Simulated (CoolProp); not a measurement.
Vapour-liquid equilibrium of isobutene (1) + acetone (2) at 282.5 K; x and y are mole fractions of (1).

The numbers come from the multi-fluid Helmholtz-energy mixture model, Lemmon 2005 and Lemmon 2006; pair parameters Bell 2016 in CoolProp.

Problem. Give the bubble pressure and the first vapour's composition at x = 0.25, 0.55, 0.65. Is there an azeotrope?

Solution. x = 0.25: 0.1048 MPa, y = 0.880; x = 0.55: 0.1445 MPa, y = 0.928; x = 0.65: 0.1518 MPa, y = 0.937. No azeotrope shows between x = 0.05 and 0.95.

The pair parameters rest on a limited set of measurements; away from them the model extrapolates. With so large a gap from Raoult's law the liquid may split in two, which this calculation doesn't test in full.
